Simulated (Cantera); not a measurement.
Feed: 1 mol Ti(OiPr)4, a varied amount of O2, 340 mol H2, at 1623.15 K and 45.0 Pa.

Cantera equilibrium calculation (NASA polynomials, part measured and part estimated; ideal gas, pure solids and liquids). Candidate condensed phases: C, C6H6, C7H8, C8H18, H2O, Ti, TiC, TiO, TiO2, Ti2O3, Ti3O5, Ti4O7; 113 gas species. The feed counts by its element totals alone. Mutual solubility and eutectic melting of coexisting phases are not modelled. TiC, TiO: taken at fixed stoichiometry. Condensed phases not in the tables: Magnéli phases beyond Ti4O7, solid solutions among these carbides, nitrides and lower oxides. The numbers say what is thermodynamically allowed, not how fast it happens.

x: gas mole fraction; n: condensed amount in mol.

| n(O2) (mol) | x H2 | x CO | x H2O | x H | x CO2 | n C(graphite) | n TiC(s) | n TiO(s) | n Ti3O5(s) | n Ti4O7(s) |
|---|---|---|---|---|---|---|---|---|---|---|
| 1.8 | 0.976 | 0.0210 | 6.97e-9 | 0.00322 | 4.83e-11 | 3.38 | 1.00 | 0 | 0 | 0 |
| 2.1 | 0.974 | 0.0226 | 7.50e-9 | 0.00322 | 5.61e-11 | 2.78 | 1.00 | 0 | 0 | 0 |
| 2.6 | 0.971 | 0.0253 | 8.37e-9 | 0.00322 | 7.02e-11 | 1.78 | 1.00 | 0 | 0 | 0 |
| 3.1 | 0.969 | … | … | 0.00321 | … | … | 1.00 | 0 | 0 | 0 |
| 3.7 | 0.966 | 0.0306 | 7.58e-6 | 0.00321 | 7.75e-8 | 0 | 0.801 | 0.198 | 0 | 0 |
| 4.4 | 0.964 | 0.0325 | 7.79e-6 | 0.00320 | 8.46e-8 | 0 | 0.101 | 0.898 | 0 | 0 |
| 5.3 | 0.962 | 0.0327 | … | 0.00320 | … | 0 | 0 | 0 | 0.333 | 0 |
| 6.4 | 0.956 | 0.0326 | 0.00845 | 0.00319 | 9.31e-5 | 0 | 0 | 0 | 0.333 | 0 |
| 7.6 | 0.949 | 0.0326 | 0.0147 | 0.00318 | 0.000163 | 0 | 0 | 0 | 0 | 0.250 |

### Question
Fill in the missing entries.

### Answer

- 3.1, x CO: 0.0280
- 3.1, x H2O: 9.22e-9
- 3.1, x CO2: 8.58e-11
- 3.1, n C(graphite): 0.775
- 5.3, x H2O: 0.00252
- 5.3, x CO2: 2.76e-5
